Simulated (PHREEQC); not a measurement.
Solution (25 °C): 0.017 mol/kgw HF, 0.029 mol/kgw ZnSO4 and 0.00097 mol/kgw MnSO4. Closed to the air; pH follows from the charge balance.

The numbers come from PHREEQC with the ion-association model, phreeqc.dat.

No solid was allowed to form.

Task: Estimate the pH, density.

Result: pH 2.61; density 1.002 g/cm³.

Task: In which forms is Zn present?

Result: Zn+2 59 %, ZnSO4 35 %, Zn(SO4)2-2 4.4 %, ZnF+ 1.4 % of the Zn.

Species that the database lacks are ignored.
